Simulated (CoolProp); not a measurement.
Properties of n-perfluoropentane along the isobar 0.0835 MPa (Tc = 421.0 K, pc = 2.063 MPa, ω = 0.436).

Values from CoolProp's reference Helmholtz-energy equation of state, Gao 2022.

```
T (K)  phase       Z  cp (kJ/(kg K))
-----  -----  ------  --------------
358.4    gas  0.9752          0.9005
368.5    gas  0.9776          0.9133
378.6    gas  0.9796          0.9258
388.7    gas  0.9815          0.9379
398.8    gas  0.9831          0.9496
409      gas  0.9846          0.9611
419.1    gas  0.9859          0.9721
429.2    gas  0.9871          0.9828
439.3    gas  0.9881          0.9931
449.4    gas  0.9891           1.003
459.5    gas  0.9900           1.013
469.7    gas  0.9908           1.022
479.8    gas  0.9915           1.031
489.9    gas  0.9922           1.040
500      gas  0.9928           1.049
```
